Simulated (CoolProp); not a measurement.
A simple Rankine cycle with R245ca: condensing at 302.15 K, boiler at 0.44 MPa, turbine inlet 358.4 K, turbine efficiency 0.75, pump efficiency 0.8, no recuperator. Each further row changes one setting.

Values from CoolProp's reference Helmholtz-energy equation of state, Zhou 2016.

```tsv
case	thermal efficiency (%)	net work (kJ/kg)	heat in (kJ/kg)	turbine exit temperature (K)	volume ratio over the turbine
as stated	7.8	19.6	251	333.1	3.74
turbine inlet 378.4 K	7.7	21.0	273	353.4	3.71
condensing temperature 294.15 K	9.2	24.1	262	327.8	5.06
boiler pressure 0.308 MPa	5.8	14.8	254	340.5	2.60
turbine efficiency 0.65	6.7	16.9	251	335.8	3.78
```
